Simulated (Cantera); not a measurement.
What does this Cantera script print?

```python
import numpy as np
import cantera as ct

gas_names = [...]  # 123 gases of nasa_gas.yaml made of C, H, O, Si
cond_names = """
    C(gr) C6H6(L) C7H8(L) C8H18(L),n-octa H2O(s) H2O(L) Si(cr) Si(L) SiC(b) SiO2(Lqz) SiO2(hqz) SiO2(L)
""".split()


# ... load() reads the species with a 1 bar reference pressure and builds the phases ...
atoms = {
    'SiC': {'Si': 1, 'C': 1},
    'O2': {'O': 2},
    'H2': {'H': 2},
}
top_T = {'C(gr)': 4500, 'SiC(b)': 3050}  # K; cautious upper limits of use, not melting points


# ... equilibrate(T, P, feed) seeds the gas with the atoms and calls Mixture.equilibrate('TP', solver="vcs", rtol=1e-11, max_steps=5000) ...
results = []
feed = {'SiC': 1, 'O2': 0.58, 'H2': 16}  # mol
P = 1000  # Pa
for T in [1400, 1425, 1450, 1475, 1500, 1525, 1550, 1575, 1600, 1625, 1650]:
    mix = equilibrate(T, P, feed)
    results.append((T, P, feed, dict(zip(mix.species_names, mix.species_moles))))

top = {s: max(r[3][s] / sum(r[3][g] for g in gas_names) for r in results) for s in gas_names}
cols = sorted((s for s in top if top[s] > 0.0001), key=lambda s: -top[s])[:6]
seen = [c for c in cond_names if any(r[3].get(c, 0) > 1e-12 for r in results)]
print("log10 of partial pressures in bar; condensed amounts in mol")
print(f"{'T/K':>10s}" + "".join(f"{s[:9]:>10s}" for s in cols + seen))
for T, P, feed, n in results:
    ng = sum(n[g] for g in gas_names)
    print(f"{T:10.4g}" + "".join(f"{np.log10(max(n[s] / ng * P / 1e5, 1e-99)):10.3f}" for s in cols)
          + "".join(f"{n.get(c, 0):10.4g}" for c in seen))
```

Output:

```
log10 of partial pressures in bar; condensed amounts in mol
       T/K        H2        CO       SiO         H    SiC(b) SiO2(hqz)
      1400    -2.011    -3.620    -4.885    -6.319    0.6062    0.3724
      1425    -2.012    -3.613    -4.574    -6.172    0.5987    0.3574
      1450    -2.013    -3.599    -4.277    -6.031    0.5843    0.3284
      1475    -2.016    -3.574    -3.993    -5.895    0.5571    0.2742
      1500    -2.021    -3.534    -3.725    -5.765    0.5079    0.1757
      1525    -2.030    -3.472    -3.474    -5.641    0.4213  0.002385
      1550    -2.031    -3.471    -3.471    -5.517      0.42         0
      1575    -2.031    -3.471    -3.471    -5.397      0.42         0
      1600    -2.031    -3.471    -3.471    -5.280      0.42         0
      1625    -2.031    -3.471    -3.471    -5.167      0.42         0
      1650    -2.031    -3.471    -3.471    -5.057    0.4199         0
```

These are equilibrium values from Cantera (NASA tables, ideal gas, pure condensed phases), not measurements of a reactor. Mutual solubility and eutectic melting of coexisting phases are not modelled. The tables hold silica as quartz up to 1696 K and as liquid above; real silica turns to tridymite and cristobalite and melts near 1996 K.
